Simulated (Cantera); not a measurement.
An isothermal, constant-pressure homogeneous reactor starts with CH4 : N2 = 1 : 6.4 (molar parts), at 1750 K and 0.132 atm.

Detailed kinetics in Cantera: GRI-Mech 3.0 (53 species, 325 reactions). GRI-Mech 3.0 stops at C3 and has no aromatics, soot or wall deposition, so with more carbon than oxygen in the feed, carbon stays in small species such as C2H2 where larger ones or solid carbon would form.

**Question.** Predict: x(CH4) at 2.00 s; x(CH3) at 2.00 s; x(H2) at 2.00 s; x(CH2) at 2.00 s; x(C2H2) at 2.00 s.

**Answer.** 
```json
{
  "x(CH4) at 2.00 s": "0.000453 (gas-phase equilibrium 0.000125)",
  "x(CH3) at 2.00 s": "1.39e-5 (gas-phase equilibrium 3.85e-6)",
  "x(H2) at 2.00 s": "0.178 (gas-phase equilibrium 0.178)",
  "x(CH2) at 2.00 s": "2.27e-8 (gas-phase equilibrium 6.32e-9)",
  "x(C2H2) at 2.00 s": "0.0593 (gas-phase equilibrium 0.0219)"
}
```
